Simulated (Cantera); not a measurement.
Equilibrium for silicates and aluminates: SiO2 + Al2O3 + H2

A closed system holds: 1 mol SiO2, 1.8 mol Al2O3, 0.15 mol H2, equilibrated at 1052 °C and 101000 Pa.

Method: chemical equilibrium by Gibbs-energy minimisation in Cantera with the NASA 1993 tables (ideal gas, pure condensed phases). Candidate condensed phases: Al, Al2O3, Al2SiO5, Al6Si2O13, H2O, Si, SiO2; 28 gas species. Mutual solubility and eutectic melting of coexisting phases are not modelled. Condensed phases not in the tables: alloys, solid solutions and most ternary compounds. Rates play no part.

```yaml
x(H2): 1.000
x(H): 1.62e-6
x(H2O): 1.61e-6
x(SiO): 1.56e-6
n(Al2O3(s)): 0.300 mol
n(Al6Si2O13(mullite)): 0.500 mol
gas_amount: 0.1500 mol
log10 activity of Si(s) (absent): -1.56
log10 activity of Al(l) (absent): -5.72
```
